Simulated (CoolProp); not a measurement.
R245fa at several states: fugacity coefficient from the reference equation and from simpler models built on Tc = 427.0 K, pc = 3.651 MPa, ω = 0.378; each cubic takes its own stable root.

The numbers come from the reference Helmholtz-energy equation of state, Akasaka 2015 in CoolProp.

```csv
T (K),p (MPa),phase,reference,Redlich-Kwong,Peng-Robinson
392.2,0.0499,gas,0.9938,0.9941,0.9932
380.9,0.0385,gas,0.9947,0.9950,0.9942
258.3,1.76,liquid,[?],[?],0.01599
195.9,5.47,liquid,[?],[?],[?]
215.5,0.065,liquid,[?],[?],[?]
```

Fill in the missing entries.


- 258.3, reference: 0.01557
- 258.3, Redlich-Kwong: 0.04877
- 195.9, reference: 6.521e-5
- 195.9, Redlich-Kwong: 0.0005814
- 195.9, Peng-Robinson: 7.562e-5
- 215.5, reference: 0.02455
- 215.5, Redlich-Kwong: 0.1438
- 215.5, Peng-Robinson: 0.02689
